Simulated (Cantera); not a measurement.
## Ignition delay

Mixture: 8.46 % CH4, 19.2 % O2, 72.3 % N2, equivalence ratio 0.88, at 9000 Torr, adiabatic and at constant volume. Ignition delay is the time to a rise of 400 K.

Model: GRI-Mech 3.0 (53 species, 325 reactions), integrated in Cantera. The pressure lies above the range GRI-Mech 3.0 was tuned for (to about 10 atm).

```json
[
 {"T0 (K)": "1100", "delay (ms)": "13.1"},
 {"T0 (K)": "1150", "delay (ms)": "6.61"},
 {"T0 (K)": "1200", "delay (ms)": "3.50"},
 {"T0 (K)": "1250", "delay (ms)": "1.92"},
 {"T0 (K)": "1300", "delay (ms)": "1.08"},
 {"T0 (K)": "1350", "delay (ms)": "0.630"},
 {"T0 (K)": "1400", "delay (ms)": "0.375"},
 {"T0 (K)": "1450", "delay (ms)": "0.228"},
 {"T0 (K)": "1500", "delay (ms)": "0.142"},
 {"T0 (K)": "1550", "delay (ms)": "0.0898"}
]
```

```json
{
  "apparent activation energy between 1450 and 1550 K": "170 kJ/mol"
}
```
